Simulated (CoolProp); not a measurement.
A simple Rankine cycle with R1233zd(E): condensing at 329.15 K, boiler at 3.03 MPa, turbine inlet 449 K, turbine efficiency 0.6, pump efficiency 0.8, no recuperator. Each further row changes one setting.

The numbers come from the reference Helmholtz-energy equation of state, Akasaka 2022 in CoolProp.

| case | thermal efficiency (%) | net work (kJ/kg) | heat in (kJ/kg) | turbine exit temperature (K) | volume ratio over the turbine |
|---|---|---|---|---|---|
| as stated | 9.8 | ___ | 248 | 383.9 | ___ |
| condensing temperature 321.15 K | 10.6 | 27.3 | ___ | 379.5 | 13.7 |
| boiler pressure 2.12 MPa | ___ | 23.1 | ___ | 402.5 | 6.67 |
| turbine efficiency 0.5 | 8.0 | 19.8 | 248 | ___ | ___ |

Question: Some entries are withheld; supply them.

Answer: 
- as stated, net work (kJ/kg): 24.3
- as stated, volume ratio over the turbine: 10.9
- condensing temperature 321.15 K, heat in (kJ/kg): 258
- boiler pressure 2.12 MPa, thermal efficiency (%): 8.7
- boiler pressure 2.12 MPa, heat in (kJ/kg): 265
- turbine efficiency 0.5, turbine exit temperature (K): 388.7
- turbine efficiency 0.5, volume ratio over the turbine: 11.0
